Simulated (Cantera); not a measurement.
Feed: 1 mol Ca(OH)2, 4.2 mol H2O, 9.9 mol H2, equilibrated at 300 °C and 19.0 Pa.

Method: chemical equilibrium by Gibbs-energy minimisation in Cantera with the NASA 1993 tables (ideal gas, pure condensed phases). Rates play no part.

```csv
species,before,after
H2,0.656,0.702
H2O,0.344,0.298
"CaO(s), mol",1.00,0
"Ca(OH)2(s), mol",0,1.00
```
Gas species are given as mole fractions.

Problem. Name the change that produced these shifts.
(A) temperature from 300 °C to 1477 °C
(B) temperature from 300 °C to 1852 °C
(C) temperature from 300 °C to 1275 °C
(D) pressure from 19.0 Pa to 520000 Pa

Solution. D, pressure from 19.0 Pa to 520000 Pa
